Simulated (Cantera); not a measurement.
Feed: 1 mol AlN, 12 mol H2O, 13 mol H2, held at 0.133 bar.

Equilibrium computed with Cantera from the NASA thermochemical tables; the gas is ideal and each condensed phase is pure. Candidate condensed phases: Al, AlN, Al2O3, H2O; 35 gas species. Gases not in the tables: Al(OH)3. Equilibrium is a limit: real reactors are often held back by kinetics, nucleation or transport. All values below are at 1723 K.

Base state: H2 0.568, H2O 0.412, N2 0.0196, H 0.000377, OH 1.49e-5 (mole fractions); condensed: Al2O3(s).

What changes in the equilibrium state with this change: pressure from 0.133 bar to 0.0100 bar?


```
species          before    after
-------------  --------  -------
H2                0.568    0.568
H2O               0.412    0.411
N2               0.0196   0.0196
H              0.000377  0.00137
OH              1.49e-5  5.46e-5
Al2O3(s), mol     0.500    0.500
```
